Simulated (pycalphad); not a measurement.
# Phase fractions of Ti-2.14Si-1.26Mn (at.%)

Source of the numbers: pycalphad with the COST 507 light-alloy database (1999); pressure 1 atm. The data set is of 1999 and partly superseded. Not assessed as a whole: an extrapolation from subsystems, which can miss ternary compounds. Phase fractions are per mole of atoms. Kinetics are ignored, which matters at the lower temperatures.

```
T (K)  liquid    bcc  SITI3    hcp  ALPHA_TIMN
-----  ------  -----  -----  -----  ----------
1900    1.000      -      -      -           -
1800    0.245  0.755      -      -           -
1700    0.002  0.998      -      -           -
1300        -  1.000      -      -           -
1200        -  0.980  0.020      -           -
1100        -  0.647  0.052  0.301           -
1000        -    [?]    [?]    [?]           -
900         -  0.068  0.070  0.862           -
800         -      -  0.072  0.909       0.019
700         -      -  0.074  0.904       0.023
600         -      -    [?]    [?]         [?]
500         -      -  0.077  0.898       0.025
```

Task: Fill in the missing entries.

Result: 
- 1000, bcc: 0.134
- 1000, SITI3: 0.067
- 1000, hcp: 0.799
- 600, SITI3: 0.075
- 600, hcp: 0.900
- 600, ALPHA_TIMN: 0.024

Database names, with the compositions (at.%) that they take in these runs: SITI3: Ti 75 Si 25; ALPHA_TIMN: Ti 50 Mn 50.
